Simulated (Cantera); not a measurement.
**Adiabatic ignition**

An adiabatic, constant-volume homogeneous reactor starts with 17.4 % CH₄, 17.4 % O₂, 65.3 % N₂, at 1423 K and 250000 Pa.

Model: GRI-Mech 3.0 (53 species, 325 reactions), integrated in Cantera.

```json
[
 {"t (s)": "2.00e-6", "T (K)": "1423", "P (bar)": "2.50", "x CH₄": "0.174", "x O₂": "0.174", "x CH₂": "<1e-12", "x HO₂": "2.33e-7", "x NO": "<1e-12"},
 {"t (s)": "5.55e-6", "T (K)": "1423", "P (bar)": "2.50", "x CH₄": "0.174", "x O₂": "0.174", "x CH₂": "<1e-12", "x HO₂": "6.25e-7", "x NO": "<1e-12"},
 {"t (s)": "1.54e-5", "T (K)": "1423", "P (bar)": "2.50", "x CH₄": "0.174", "x O₂": "0.174", "x CH₂": "<1e-12", "x HO₂": "1.57e-6", "x NO": "<1e-12"},
 {"t (s)": "4.28e-5", "T (K)": "1423", "P (bar)": "2.50", "x CH₄": "0.174", "x O₂": "0.174", "x CH₂": "3.91e-12", "x HO₂": "3.24e-6", "x NO": "<1e-12"},
 {"t (s)": "0.000119", "T (K)": "1423", "P (bar)": "2.50", "x CH₄": "0.174", "x O₂": "0.174", "x CH₂": "4.74e-11", "x HO₂": "3.85e-6", "x NO": "<1e-12"},
 {"t (s)": "0.000330", "T (K)": "1425", "P (bar)": "2.50", "x CH₄": "0.173", "x O₂": "0.173", "x CH₂": "1.57e-10", "x HO₂": "5.83e-6", "x NO": "<1e-12"},
 {"t (s)": "0.000917", "T (K)": "1437", "P (bar)": "2.52", "x CH₄": "0.170", "x O₂": "0.172", "x CH₂": "7.28e-10", "x HO₂": "1.81e-5", "x NO": "<1e-12"},
 {"t (s)": "0.00255", "T (K)": "2741", "P (bar)": "5.69", "x CH₄": "1.74e-10", "x O₂": "3.48e-5", "x CH₂": "2.58e-11", "x HO₂": "6.47e-8", "x NO": "0.000385"},
 {"t (s)": "0.00707", "T (K)": "2741", "P (bar)": "5.69", "x CH₄": "1.73e-10", "x O₂": "3.48e-5", "x CH₂": "2.57e-11", "x HO₂": "6.48e-8", "x NO": "0.000366"},
 {"t (s)": "0.0196", "T (K)": "2741", "P (bar)": "5.69", "x CH₄": "1.73e-10", "x O₂": "3.48e-5", "x CH₂": "2.57e-11", "x HO₂": "6.48e-8", "x NO": "0.000366"},
 {"t (s)": "0.0545", "T (K)": "2741", "P (bar)": "5.69", "x CH₄": "1.73e-10", "x O₂": "3.48e-5", "x CH₂": "2.57e-11", "x HO₂": "6.48e-8", "x NO": "0.000366"},
 {"t (s)": "0.151", "T (K)": "2741", "P (bar)": "5.69", "x CH₄": "1.73e-10", "x O₂": "3.48e-5", "x CH₂": "2.57e-11", "x HO₂": "6.48e-8", "x NO": "0.000366"},
 {"t (s)": "0.420", "T (K)": "2741", "P (bar)": "5.69", "x CH₄": "1.73e-10", "x O₂": "3.48e-5", "x CH₂": "2.57e-11", "x HO₂": "6.48e-8", "x NO": "0.000366"},
 {"t (s)": "1.17", "T (K)": "2741", "P (bar)": "5.69", "x CH₄": "1.73e-10", "x O₂": "3.48e-5", "x CH₂": "2.57e-11", "x HO₂": "6.48e-8", "x NO": "0.000366"},
 {"t (s)": "3.24", "T (K)": "2741", "P (bar)": "5.69", "x CH₄": "1.73e-10", "x O₂": "3.48e-5", "x CH₂": "2.57e-11", "x HO₂": "6.48e-8", "x NO": "0.000366"},
 {"t (s)": "9.00", "T (K)": "2741", "P (bar)": "5.69", "x CH₄": "1.73e-10", "x O₂": "3.48e-5", "x CH₂": "2.57e-11", "x HO₂": "6.48e-8", "x NO": "0.000366"}
]
```
x: mole fraction; the columns are a selection and need not sum to one.

- time of steepest temperature rise: 1.72 ms
- temperature at 9.00 s: 2741 K
- equilibrium temperature: 2741 K
- x(CH₄) at 9.00 s: 1.73e-10 (gas-phase equilibrium 1.95e-10)
- x(O₂) at 9.00 s: 3.48e-5 (gas-phase equilibrium 3.48e-5)
- x(CH₂) at 9.00 s: 2.57e-11 (gas-phase equilibrium 2.81e-11)
